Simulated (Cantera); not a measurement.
# Diamond growth

A diamond (100) surface in a fixed gas of H2 with x(CH4) = 0.022, x(H) = 0.008, x(CH3) = 0.00018, 97.5 Torr; coverages are run to steady state.

Computed with Cantera and the Harris–Goodwin 1993 mechanism for the reconstructed diamond (100) surface.

```csv
T (K),growth (µm/h),θ c6HH,θ c6H*,θ c6*H,θ c6**,θ c6HM
925,8.31,0.654,0.0122,0.308,0.00534,0.0166
1000,12.1,0.587,0.0182,0.368,0.00956,0.0120
1075,15.9,0.526,0.0253,0.421,0.0156,0.00852
1150,17.6,0.471,0.0330,0.464,0.0235,0.00546
1225,14.5,0.423,0.0411,0.498,0.0332,0.00264
1300,9.61,0.381,0.0492,0.523,0.0443,0.000914
1375,7.31,0.345,0.0571,0.540,0.0565,0.000265
```
θ: site fractions in the mechanism's names (c6HH fully hydrogenated, c6H* and c6*H radical sites, c6** diradical, c6HM methylated).
